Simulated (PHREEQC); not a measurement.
Hard or scaling water

Solution (20 °C): 0.012 mol/kgw CaSO4, 0.002 mol/kgw CO2 and 0.001 mol/kgw H4SiO4. Closed to the air; pH follows from the charge balance.

Equilibrium calculation in PHREEQC: Pitzer model, pitzer.dat.

- pH: 4.61
- ionic strength: 0.0480 mol/kgw
- specific conductance: 2280 µS/cm
- osmotic coefficient: 0.745

| species | molality | activity | log γ |
|---|---|---|---|
| Ca+2 | 0.0120 | 0.00462 | -0.415 |
| SO4-2 | 0.0120 | 0.00419 | -0.457 |
| CO2 | 0.00196 | 0.00197 | 0.003 |
| H4SiO4 | 0.00100 | 0.00100 | 0.002 |
| HCO3- | 4.00e-5 | 3.38e-5 | -0.073 |
| H+ | 2.97e-5 | 2.48e-5 | -0.079 |

This is a speciation only: nothing precipitates in the calculation. Species that the database lacks are ignored.
